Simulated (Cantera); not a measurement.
Charge: 1 mol SiCl₄, 1.1 mol HCl, 14 mol H₂, at 1127 °C and 1.80 bar.

These are equilibrium values from Cantera (NASA tables, ideal gas, pure condensed phases), not measurements of a reactor. Candidate condensed phases: Si; 19 gas species. The tables' values for SiCl₃ are old estimates; treat these amounts as uncertain. Kinetics and transport are ignored.

Base state: H₂ 0.827, HCl 0.112, SiCl₄ 0.0278, SiHCl₃ 0.0146, SiCl₂ 0.00974, SiCl₃ 0.00799, SiH₂Cl₂ 0.00115, SiH₃Cl 2.60e-5 (mole fractions); condensed: gas only.

Problem. What changes in the equilibrium state with this change: temperature from 1127 °C to 300 °C?

Solution. 
```json
[
 {"species": "H₂", "before": "0.827", "after": "0.870"},
 {"species": "HCl", "before": "0.112", "after": "0.0683"},
 {"species": "SiCl₄", "before": "0.0278", "after": "0.0621"},
 {"species": "SiHCl₃", "before": "0.0146", "after": "1.12e-5"},
 {"species": "SiCl₂", "before": "0.00974", "after": "<1e-9"},
 {"species": "SiCl₃", "before": "0.00799", "after": "<1e-9"},
 {"species": "SiH₂Cl₂", "before": "0.00115", "after": "<1e-9"},
 {"species": "SiH₃Cl", "before": "2.60e-5", "after": "<1e-9"}
]
```
